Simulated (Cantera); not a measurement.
A Cantera script and its output.

```python
import numpy as np
import cantera as ct

gas = ct.Solution("gri30.yaml")
gas.TPX = 1225, 13332, {'H2': 0.51, 'O2': 1, 'N2': 0.77}
reactor = ct.IdealGasConstPressureReactor(gas, energy="off", clone=False)
net = ct.ReactorNet([reactor])
net.rtol, net.atol = 1e-08, 1e-18
show = ['H2', 'O2', 'O', 'N2O', 'H2O2']
times = np.geomspace(0.0005, 30, 13)

steps = ct.SolutionArray(gas, extra=["t"])
rows = []
print(f"{'t/s':>10s}{'T/K':>9s}{'P/Pa':>11s}" + "".join(f"{s:>11s}" for s in show))
for t in times:
    while net.time < t:
        t_next = net.step()
        steps.append(gas.state, t=t_next)
    rows.append([np.interp(t, steps.t, y) for y in (steps.T, steps.P, *steps(*show).X.T)])
    print(f"{t:10.3e}{rows[-1][0]:9.1f}{rows[-1][1]:11.4g}" + "".join(f"{x:11.3e}" for x in rows[-1][2:]))
rate = np.gradient(steps.T, steps.t)
print("integrator steps:", len(steps.t))
if steps.T.max() > steps.T[0] + 200:
    print(f"time of steepest temperature rise: {steps.t[rate.argmax()]:.4e} s")
gas.TPX = 1225, 13332, {'H2': 0.51, 'O2': 1, 'N2': 0.77}
gas.equilibrate("TP")
print(f"equilibrium (TP): T = {gas.T:.1f} K  " + "  ".join(f"{s} {gas[s].X[0]:.3e}" for s in show))
```

Result:

```
       t/s      T/K       P/Pa         H2         O2          O        N2O       H2O2
 5.000e-04   1225.0  1.333e+04  5.008e-03  3.602e-01  1.062e-02  2.435e-08  3.661e-06
 1.251e-03   1225.0  1.333e+04  6.213e-04  3.667e-01  1.194e-03  3.540e-08  1.972e-06
 3.128e-03   1225.0  1.333e+04  7.804e-05  3.676e-01  1.535e-04  3.988e-08  7.111e-07
 7.825e-03   1225.0  1.333e+04  1.303e-05  3.678e-01  2.949e-05  4.176e-08  2.564e-07
 1.957e-02   1225.0  1.333e+04  2.960e-06  3.678e-01  7.644e-06  4.277e-08  9.718e-08
 4.896e-02   1225.0  1.333e+04  8.458e-07  3.679e-01  2.374e-06  4.334e-08  3.812e-08
 1.225e-01   1225.0  1.333e+04  2.791e-07  3.679e-01  8.222e-07  4.346e-08  1.529e-08
 3.064e-01   1225.0  1.333e+04  1.021e-07  3.679e-01  3.084e-07  4.280e-08  6.320e-09
 7.663e-01   1225.0  1.333e+04  4.336e-08  3.679e-01  1.310e-07  4.045e-08  2.891e-09
 1.917e+00   1225.0  1.333e+04  2.645e-08  3.679e-01  7.770e-08  3.467e-08  1.814e-09
 4.795e+00   1225.0  1.333e+04  2.424e-08  3.679e-01  7.048e-08  2.371e-08  1.667e-09
 1.199e+01   1225.0  1.333e+04  2.421e-08  3.679e-01  7.037e-08  1.044e-08  1.664e-09
 3.000e+01   1225.0  1.333e+04  2.421e-08  3.679e-01  7.036e-08  4.233e-09  1.664e-09
integrator steps: 1832
equilibrium (TP): T = 1225.0 K  H2 2.421e-08  O2 3.678e-01  O 7.035e-08  N2O 3.814e-09  H2O2 1.664e-09
```

Computed with Cantera and GRI-Mech 3.0 (53 species, 325 reactions). The temperature is held fixed by assumption; the heat of reaction is taken as removed at once.
